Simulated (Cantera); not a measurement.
**Thermodynamics of roasting and sulfation, feed MgCO₃ + SO₃ + CO₂**

A closed system holds: 1 mol MgCO₃, 0.63 mol SO₃, 0.11 mol CO₂, equilibrated at 14300 Torr.

Method: chemical equilibrium by Gibbs-energy minimisation in Cantera with the NASA 1993 tables (ideal gas, pure condensed phases). Candidate condensed phases: C, Mg, MgCO₃, MgO, MgS, MgSO₄, S; 26 gas species. Mutual solubility and eutectic melting of coexisting phases are not modelled. The numbers say what is thermodynamically allowed, not how fast it happens.

| T (K) | x CO₂ | x SO₂ | x O₂ | x SO₃ | x CO | x O | n MgCO₃(s) | n MgSO₄(s) | n MgO(s) |
|---|---|---|---|---|---|---|---|---|---|
| 673 | 1.00 | 3.73e-11 | 1.82e-11 | <1e-12 | <1e-12 | <1e-12 | 0.370 | 0.630 | 0 |
| 723 | 1.00 | 3.39e-10 | 1.71e-10 | 3.22e-12 | 2.31e-12 | <1e-12 | 0.370 | 0.630 | 0 |
| 773 | 1.00 | 2.34e-9 | 1.18e-9 | 2.02e-11 | 1.85e-11 | <1e-12 | 0.370 | 0.630 | 0 |
| 823 | 1.00 | 1.93e-8 | 1.02e-8 | 1.94e-10 | 9.19e-11 | <1e-12 | 0 | 0.630 | 0.370 |
| 873 | 1.00 | 1.63e-7 | 8.18e-8 | 2.03e-9 | 3.46e-10 | <1e-12 | 0 | 0.630 | 0.370 |
| 923 | 1.000 | 1.07e-6 | 5.35e-7 | 1.64e-8 | 1.12e-9 | <1e-12 | 0 | 0.630 | 0.370 |
| 973 | 1.000 | 5.74e-6 | 2.87e-6 | 1.06e-7 | 3.21e-9 | <1e-12 | 0 | 0.630 | 0.370 |
| 1023 | 1.000 | 2.60e-5 | 1.30e-5 | 5.68e-7 | 8.31e-9 | <1e-12 | 0 | 0.630 | 0.370 |
| 1073 | 1.000 | 0.000102 | 5.10e-5 | 2.58e-6 | 1.97e-8 | 2.04e-12 | 0 | 0.630 | 0.370 |
| 1123 | 0.999 | 0.000352 | 0.000176 | 1.02e-5 | 4.34e-8 | 1.34e-11 | 0 | 0.630 | 0.370 |
| 1173 | 0.998 | 0.00109 | 0.000543 | 3.55e-5 | 8.95e-8 | 7.47e-11 | 0 | 0.629 | 0.371 |
| 1223 | 0.995 | 0.00304 | 0.00152 | 0.000111 | 1.74e-7 | 3.62e-10 | 0 | 0.626 | 0.374 |
| 1273 | 0.988 | 0.00783 | 0.00392 | 0.000315 | 3.19e-7 | 1.54e-9 | 0 | 0.621 | 0.379 |
x: gas mole fraction; n: condensed amount in mol.

From 673 K to 773 K the condensed part is MgCO₃(s) + MgSO₄(s). From 823 K to 1273 K the condensed part is MgO(s) + MgSO₄(s).
